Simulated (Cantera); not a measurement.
Charge: 1 mol Si2H6, a varied amount of H2O, held at 723.15 K and 10.0 mbar.

These are equilibrium values from Cantera (NASA tables, ideal gas, pure condensed phases), not measurements of a reactor. Candidate condensed phases: H2O, Si, SiO2; 18 gas species. The feed counts by its element totals alone. Rates play no part.

Q: Which condensed phases are stable at each of these points (n(H2O) (mol)): 3.7, 4.9, 6.3, 8.2, 11, 14, 18, 24?

A: 
```csv
n(H2O) (mol),condensed phases,Si condensed (%)
3.7,Si(s) + SiO2(α-quartz),100.0
4.9,SiO2(α-quartz),100.0
6.3,SiO2(α-quartz),100.0
8.2,SiO2(α-quartz),100.0
11,SiO2(α-quartz),100.0
14,SiO2(α-quartz),100.0
18,SiO2(α-quartz),100.0
24,SiO2(α-quartz),100.0
```

At 3.7 mol H2O the condensed part is Si(s) + SiO2(α-quartz). From 4.9 mol H2O to 24 mol H2O the condensed part is SiO2(α-quartz).
